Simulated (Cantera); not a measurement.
## BF3 + O2 (boron, boron nitride and boron oxide)

Charge: 1 mol BF3, 0.96 mol O2, equilibrated at 0.180 bar.

Equilibrium computed with Cantera from the NASA thermochemical tables; the gas is ideal and each condensed phase is pure. Candidate condensed phases: B, B2O3; 21 gas species. Kinetics and transport are ignored.

```tsv
T (°C)	x BF3	x O2	x F	x BOF	x O	x BOF2
1075	0.510	0.490	6.89e-6	2.35e-6	6.73e-7	2.19e-6
1175	0.510	0.490	2.77e-5	1.10e-5	3.22e-6	5.82e-6
1275	0.510	0.490	9.48e-5	4.07e-5	1.26e-5	1.34e-5
1375	0.510	0.490	0.000282	0.000127	4.18e-5	2.78e-5
1475	0.509	0.489	0.000742	0.000345	0.000121	5.26e-5
1575	0.509	0.488	0.00176	0.000835	0.000312	9.28e-5
1675	0.507	0.487	0.00384	0.00184	0.000730	0.000154
1775	0.503	0.484	0.00774	0.00375	0.00157	0.000242
```
x: gas mole fraction; nothing condenses.

From 1075 °C to 1775 °C nothing is condensed. The main B-bearing gas is BF3 throughout.
